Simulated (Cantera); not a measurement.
An adiabatic, constant-pressure homogeneous reactor starts with CH4 : O2 : N2 = 1 : 3.7 : 11.5 (molar parts), equivalence ratio 0.54, at 1450 K and 37000 Pa. Integrator tolerance rtol = 1e-08.

Detailed kinetics in Cantera: GRI-Mech 3.0 (53 species, 325 reactions).

### Question
What does this change do: pressure from 37000 Pa to 130000 Pa?

### Answer
```
quantity                                                            before                                    after
---------------------------------  ---------------------------------------  ---------------------------------------
time of steepest temperature rise                                  2.94 ms                                  1.09 ms
temperature at 4.00 s                                               2473 K                                   2522 K
equilibrium temperature                                             2473 K                                   2522 K
x(CH4) at 4.00 s                     <1e-12 (gas-phase equilibrium <1e-12)    <1e-12 (gas-phase equilibrium <1e-12)
x(O2) at 4.00 s                      0.0960 (gas-phase equilibrium 0.0960)    0.0954 (gas-phase equilibrium 0.0954)
x(OH) at 4.00 s                      0.0147 (gas-phase equilibrium 0.0147)    0.0127 (gas-phase equilibrium 0.0127)
x(C2H2) at 4.00 s                    <1e-12 (gas-phase equilibrium <1e-12)    <1e-12 (gas-phase equilibrium <1e-12)
x(H2O2) at 4.00 s                  1.38e-7 (gas-phase equilibrium 1.38e-7)  2.94e-7 (gas-phase equilibrium 2.94e-7)
```
